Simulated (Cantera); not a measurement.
Equilibrium for silicon oxide and oxynitride deposition: HMDSO + O3 + H2

Input: 1 mol HMDSO, 0.12 mol O3, 1.1 mol H2, held at 30.0 Pa.

Method: chemical equilibrium by Gibbs-energy minimisation in Cantera with the NASA 1993 tables (ideal gas, pure condensed phases). Candidate condensed phases: C, C6H6, C7H8, C8H18, H2O, Si, SiC, SiO2; 123 gas species. The feed counts by its element totals alone. Mutual solubility and eutectic melting of coexisting phases are not modelled. The tables hold silica as quartz up to 1696 K and as liquid above; real silica turns to tridymite and cristobalite and melts near 1996 K. The numbers say what is thermodynamically allowed, not how fast it happens.

| T (K) | x H2 | x CO | x H | x SiO | x C2H2 (acetylene) | x Si | x CH4 | x H2O | n C(graphite) | n SiC(s) | n SiO2(β-quartz) |
|---|---|---|---|---|---|---|---|---|---|---|---|
| 1073 | 0.995 | 0.00500 | 8.07e-7 | 7.89e-7 | 7.14e-9 | <1e-12 | 1.36e-5 | 1.94e-7 | 4.60 | 1.35 | 0.655 |
| 1123 | 0.977 | 0.0227 | 2.43e-6 | 5.32e-6 | 2.15e-8 | <1e-12 | 8.41e-6 | 4.39e-7 | 4.33 | 1.44 | 0.563 |
| 1173 | 0.910 | 0.0904 | 6.49e-6 | 3.04e-5 | 5.57e-8 | 2.35e-12 | 4.83e-6 | 8.75e-7 | 3.17 | 1.82 | 0.178 |
| 1223 | 0.881 | 0.119 | 1.63e-5 | 5.57e-5 | 1.38e-7 | 2.08e-11 | 3.10e-6 | 6.30e-7 | 2.64 | 2.00 | 0 |
| 1273 | 0.881 | 0.119 | 3.87e-5 | 7.55e-5 | 3.27e-7 | 1.54e-10 | 2.19e-6 | 3.73e-7 | 2.64 | 2.00 | 0 |
| 1323 | 0.881 | 0.119 | 8.60e-5 | 0.000100 | 7.27e-7 | 9.84e-10 | 1.58e-6 | 2.30e-7 | 2.64 | 2.00 | 0 |
| 1373 | 0.881 | 0.119 | 0.000180 | 0.000130 | 1.52e-6 | 5.48e-9 | 1.17e-6 | 1.47e-7 | 2.64 | 2.00 | 0 |
| 1423 | 0.881 | 0.118 | 0.000360 | 0.000165 | 3.02e-6 | 2.70e-8 | 8.87e-7 | 9.67e-8 | 2.64 | 2.00 | 0 |
| 1473 | 0.881 | 0.118 | 0.000685 | 0.000207 | 5.73e-6 | 1.19e-7 | 6.83e-7 | 6.55e-8 | 2.64 | 2.00 | 0 |
| 1523 | 0.880 | 0.118 | 0.00125 | 0.000255 | 1.04e-5 | 4.78e-7 | 5.35e-7 | 4.56e-8 | 2.65 | 2.00 | 0 |
| 1573 | 0.879 | 0.118 | 0.00220 | 0.000310 | 1.82e-5 | 1.75e-6 | 4.25e-7 | 3.24e-8 | 2.65 | 2.00 | 0 |
| 1623 | 0.878 | 0.118 | 0.00374 | 0.000372 | 3.06e-5 | 5.93e-6 | 3.43e-7 | 2.35e-8 | 2.65 | 2.00 | 0 |
| 1673 | 0.875 | 0.118 | 0.00615 | 0.000441 | 4.99e-5 | 1.86e-5 | 2.79e-7 | 1.74e-8 | 2.65 | 1.99 | 0 |
x: gas mole fraction; n: condensed amount in mol.

From 1073 K to 1173 K the condensed part is C(graphite) + SiC(s) + SiO2(β-quartz). From 1223 K to 1673 K the condensed part is C(graphite) + SiC(s). The main Si-bearing gas is SiO throughout.
